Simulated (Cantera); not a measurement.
Feed: 1 mol CuO, 3.7 mol H₂, 0.045 mol H₂O, at 4050 Torr.

Equilibrium computed with Cantera from the NASA thermochemical tables; the gas is ideal and each condensed phase is pure. Candidate condensed phases: Cu, CuO, Cu(OH)₂, Cu₂O, H₂O; 12 gas species. Kinetics and transport are ignored.

x: gas mole fraction; n: condensed amount in mol.

| T (K) | x H₂ | x H₂O | x Cu | x H | x OH | n Cu(s) | n Cu(l) |
|---|---|---|---|---|---|---|---|
| 975 | 0.721 | 0.279 | 1.03e-12 | 4.18e-10 | <1e-12 | 1.00 | 0 |
| 1075 | 0.721 | 0.279 | 4.73e-11 | 5.36e-9 | (withheld) | 1.00 | 0 |
| 1175 | 0.721 | 0.279 | 1.12e-9 | 4.48e-8 | (withheld) | 1.00 | 0 |
| 1275 | 0.721 | 0.279 | 1.60e-8 | 2.69e-7 | (withheld) | 1.00 | 0 |
| 1375 | 0.721 | 0.279 | 1.52e-7 | 1.25e-6 | (withheld) | 0 | 1.000 |
| 1475 | 0.721 | 0.279 | 9.92e-7 | 4.74e-6 | (withheld) | 0 | 1.000 |
| 1575 | 0.721 | 0.279 | 5.06e-6 | 1.52e-5 | (withheld) | 0 | 1.000 |
| 1675 | 0.721 | 0.279 | 2.11e-5 | 4.24e-5 | (withheld) | 0 | 1.000 |
| 1775 | 0.721 | 0.279 | 7.48e-5 | 0.000106 | (withheld) | 0 | 1.000 |
| 1875 | 0.721 | 0.279 | 0.000230 | 0.000239 | (withheld) | 0 | 0.999 |
| 1975 | 0.720 | 0.279 | 0.000630 | 0.000500 | (withheld) | 0 | 0.998 |
| 2075 | 0.719 | 0.278 | 0.00156 | 0.000972 | (withheld) | 0 | 0.994 |

### Question
What belongs in the gaps?

### Answer

- 1075, x OH: 7.86e-12
- 1175, x OH: 1.21e-10
- 1275, x OH: 1.21e-9
- 1375, x OH: 8.72e-9
- 1475, x OH: 4.81e-8
- 1575, x OH: 2.13e-7
- 1675, x OH: 7.94e-7
- 1775, x OH: 2.55e-6
- 1875, x OH: 7.23e-6
- 1975, x OH: 1.84e-5
- 2075, x OH: 4.30e-5
